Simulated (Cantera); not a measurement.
An isothermal, constant-pressure homogeneous reactor starts with N₂O : H₂O = 1 : 0.028 (molar parts), at 1500 K and 0.0326 atm. Integrator tolerance rtol = 1e-08.

Computed with Cantera and GRI-Mech 3.0 (53 species, 325 reactions). GRI-Mech 3.0 was tuned for natural gas; its chemistry of N2O as a main component is partial and can be far from experiment. Radical loss at walls, strong at low pressure, is not modelled. The temperature is held fixed by assumption; the heat of reaction is taken as removed at once.

Q: What does this change do: temperature 1500 to 1325 K?

A: 
```json
[
 {"quantity": "x(N₂O) at 1.00 s", "before": "0.0859 (gas-phase equilibrium 1.42e-8)", "after": "0.735 (gas-phase equilibrium 5.76e-9)"},
 {"quantity": "x(H₂O) at 1.00 s", "before": "0.0190 (gas-phase equilibrium 0.0183)", "after": "0.0250 (gas-phase equilibrium 0.0183)"},
 {"quantity": "x(H₂O₂) at 1.00 s", "before": "1.42e-9 (gas-phase equilibrium 3.94e-10)", "after": "3.30e-9 (gas-phase equilibrium 1.26e-10)"},
 {"quantity": "x(O) at 1.00 s", "before": "6.09e-5 (gas-phase equilibrium 1.28e-5)", "after": "1.02e-5 (gas-phase equilibrium 8.73e-7)"},
 {"quantity": "x(NO) at 1.00 s", "before": "0.125 (gas-phase equilibrium 0.00140)", "after": "0.0219 (gas-phase equilibrium 0.000531)"},
 {"quantity": "x(HO₂) at 1.00 s", "before": "1.83e-7 (gas-phase equilibrium 4.92e-8)", "after": "1.02e-6 (gas-phase equilibrium 1.20e-8)"}
]
```
The mechanism lacks the step 2 NO + O2 → 2 NO2, which can matter for NO2 below about 1400 K.
